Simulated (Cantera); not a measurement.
Feed: 1 mol Si, 0.0013 mol O2, a varied amount of N2, at 21.0 Torr.

These are equilibrium values from Cantera (NASA tables, ideal gas, pure condensed phases), not measurements of a reactor. Candidate condensed phases: Si, SiO2, Si2N2O, Si3N4; 16 gas species. N2 is the only nitrogen source here; it is nearly inert below about 1500 K, so the nitride shown seldom forms there in practice. Mutual solubility and eutectic melting of coexisting phases are not modelled. Rates play no part.

Problem. What condenses at these points (T in K, n(N2) in mol): (1498, 8.5); (1798, 21); (1548, 2.1); (1898, 2.1); (1648, 18); (1648, 8.5)?

Solution. 
```json
[
 {"T (K)": "1498", "n(N2) in mol": "8.5", "condensed phases": "Si2N2O + Si3N4", "Si condensed (%)": "100.0"},
 {"T (K)": "1798", "n(N2) in mol": "21", "condensed phases": "Si3N4", "Si condensed (%)": "99.6"},
 {"T (K)": "1548", "n(N2) in mol": "2.1", "condensed phases": "Si2N2O + Si3N4", "Si condensed (%)": "100.0"},
 {"T (K)": "1898", "n(N2) in mol": "2.1", "condensed phases": "Si", "Si condensed (%)": "99.6"},
 {"T (K)": "1648", "n(N2) in mol": "18", "condensed phases": "Si3N4", "Si condensed (%)": "99.7"},
 {"T (K)": "1648", "n(N2) in mol": "8.5", "condensed phases": "Si2N2O + Si3N4", "Si condensed (%)": "99.8"}
]
```
